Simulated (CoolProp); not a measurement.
Vapour-liquid equilibrium of ethane (1) + hydrogen sulfide (2) at 235.1 K; x and y are mole fractions of (1).

Computed with CoolProp (multi-fluid Helmholtz-energy mixture model, Bücker 2006 and Lemmon 2006; pair parameters Kunz 2012).

```
x     bubble pressure, mixture model (MPa)  bubble pressure, Raoult's law (MPa)  y, mixture model  y, Raoult's law
----  ------------------------------------  -----------------------------------  ----------------  ---------------
0.05                                0.4259                               0.3055             0.361            0.136
0.2                                 0.6498                               0.3881             0.609            0.427
0.35                                0.7307                               0.4706             0.673            0.616
0.5                                 0.7732                               0.5531             0.712            0.749
0.65                                0.8069                               0.6357             0.758            0.847
0.8                                 0.8323                               0.7182             0.829            0.923
0.95                                0.8359                               0.8008             0.945            0.983
```

The largest gap from Raoult's law is +67.4 % in bubble pressure, at x = 0.2. y crosses x between x = 0.8 and 0.95: the model has an azeotrope there.

The pair parameters rest on a limited set of measurements; away from them the model extrapolates. With so large a gap from Raoult's law the liquid may split in two, which this calculation doesn't test in full.
